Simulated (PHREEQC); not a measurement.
Dissolve 6.6 mmol/kgw HF, 11 mmol/kgw NH4HF2, 0.0058 mmol/kgw H4SiO4 and 0.96 mmol/kgw HCl at 25 °C. Closed to the air; pH follows from the charge balance.

Model: ion-association model, phreeqc.dat, run in PHREEQC.

```json
[
 {"quantity": "pH", "before": "2.93", "after": "2.27"},
 {"quantity": "ionic strength (mol/kgw)", "before": "0.0123", "after": "0.0237"},
 {"quantity": "HF (mol/kgw)", "before": "0.0166", "after": "0.0188"},
 {"quantity": "F- (mol/kgw)", "before": "0.0106", "after": "0.00273"},
 {"quantity": "HF2- (mol/kgw)", "before": "0.000677", "after": "0.000198"},
 {"quantity": "NH3 (mol/kgw)", "before": "4.75e-9", "after": "9.85e-10"}
]
```

### Question
Which change was made?
A. HF left out
B. HF replaced by H2SiF6 at the same molality
C. HF replaced by NaBF4 at the same molality
D. H4SiO4 left out
E. temperature from 25 to 75 °C

### Answer
B, HF replaced by H2SiF6 at the same molality

No solid was allowed to form. SiF6-2 is the database's only silicon fluoride.
